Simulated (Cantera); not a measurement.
An isothermal, constant-pressure homogeneous reactor starts with H2 : O2 : N2 = 1.4 : 1 : 1 (molar parts), at 850 K and 0.622 atm.

Model: the H2/O2 subset of GRI-Mech 3.0, which has no nitrogen chemistry, integrated in Cantera. Below about 950 K walls govern HO2 and H2O2 in real vessels. The temperature is held fixed by assumption; the heat of reaction is taken as removed at once.

x: mole fraction; the columns are a selection and need not sum to one.

| t (s) | x H2 | x O2 | x H2O2 | x HO2 | x OH |
|---|---|---|---|---|---|
| 0.000300 | 0.412 | 0.294 | 1.18e-12 | 3.43e-10 | <1e-12 |
| 0.000623 | 0.412 | 0.294 | 5.24e-12 | 7.25e-10 | <1e-12 |
| 0.00129 | 0.412 | 0.294 | 2.31e-11 | … | <1e-12 |
| 0.00269 | 0.412 | 0.294 | 1.00e-10 | … | <1e-12 |
| 0.00558 | 0.412 | 0.294 | 4.44e-10 | … | <1e-12 |
| 0.0116 | 0.412 | 0.294 | 1.96e-9 | … | <1e-12 |
| 0.0240 | 0.412 | 0.294 | 9.04e-9 | … | <1e-12 |
| 0.0499 | 0.412 | 0.294 | 4.58e-8 | … | <1e-12 |
| 0.104 | 0.412 | 0.294 | 2.95e-7 | … | 2.69e-12 |
| 0.215 | 0.412 | 0.294 | 3.08e-6 | … | 1.63e-11 |
| 0.447 | 0.412 | 0.294 | 2.65e-5 | … | 8.59e-11 |
| 0.928 | 0.411 | 0.294 | 0.000170 | … | 4.68e-10 |
| 1.93 | 0.408 | 0.292 | 0.000945 | … | 2.65e-9 |
| 4.00 | 0.385 | 0.281 | 0.00196 | … | 5.56e-9 |

### Question
Complete the blanks.

### Answer

- 0.00129, x HO2: 1.52e-9
- 0.00269, x HO2: 3.21e-9
- 0.00558, x HO2: 6.84e-9
- 0.0116, x HO2: 1.49e-8
- 0.0240, x HO2: 3.46e-8
- 0.0499, x HO2: 9.24e-8
- 0.104, x HO2: 3.39e-7
- 0.215, x HO2: 1.61e-6
- 0.447, x HO2: 4.18e-6
- 0.928, x HO2: 9.61e-6
- 1.93, x HO2: 2.13e-5
- 4.00, x HO2: 2.92e-5
